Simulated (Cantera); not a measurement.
An adiabatic, constant-volume homogeneous reactor starts with CO : H2 : CH4 : O2 : N2 = 1 : 0.48 : 0.28 : 1.3 : 4.89 (molar parts), at 1425 K and 0.230 bar.

Model: GRI-Mech 3.0 (53 species, 325 reactions), integrated in Cantera.

Task: Predict: time of steepest temperature rise; temperature at 0.300 s; equilibrium temperature; x(CO) at 0.300 s; x(H2) at 0.300 s; x(NO2) at 0.300 s; x(OH) at 0.300 s.

Result: 
| Quantity | Value |
|---|---|
| time of steepest temperature rise | 0.284 ms |
| temperature at 0.300 s | 2748 K |
| equilibrium temperature | 2748 K |
| x(CO) at 0.300 s | 0.0828 (gas-phase equilibrium 0.0828) |
| x(H2) at 0.300 s | 0.0149 (gas-phase equilibrium 0.0149) |
| x(NO2) at 0.300 s | 2.28e-6 (gas-phase equilibrium 2.28e-6) |
| x(OH) at 0.300 s | 0.0231 (gas-phase equilibrium 0.0231) |
